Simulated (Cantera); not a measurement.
Feed: 1 mol C, 0.075 mol NH3, a varied amount of N2, 0.35 mol O2, equilibrated at 14.0 mbar.

These are equilibrium values from Cantera (NASA tables, ideal gas, pure condensed phases), not measurements of a reactor. Candidate condensed phases: C, C6H6, C7H8, C8H18, H2O; 136 gas species. Rates play no part.

Stable condensed phases, one row left out:

```
T in °C \ n(N2) in mol
         3.8 6.7 9.7  13  16  19  22  24  27  30  33  36
   2550    A   A   A   B   B   B   B   B   B   B   B   B
   2400    A   A   A   A   A   A   A   A   A   A   A   A
   2325    A   A   A   A   A   A   A   A   A   A   A   A
   2250    A   A   A   A   A   A   A   A   A   A   A   A
   2175    A   A   A   A   A   A   A   A   A   A   A   A
   2100    A   A   A   A   A   A   A   A   A   A   A   A
   2025    A   A   A   A   A   A   A   A   A   A   A   A
   1950    A   A   A   A   A   A   A   A   A   A   A   A
   1875    A   A   A   A   A   A   A   A   A   A   A   A
   1800    A   A   A   A   A   A   A   A   A   A   A   A
   1725    A   A   A   A   A   A   A   A   A   A   A   A
   1650    A   A   A   A   A   A   A   A   A   A   A   A
```

A: C; B: gas only.

Question: Give the row for 2475 °C.

Answer: 3.8: C; 6.7: C; 9.7: C; 13: C; 16: C; 19: C; 22: C; 24: C; 27: gas only; 30: gas only; 33: gas only; 36: gas only.
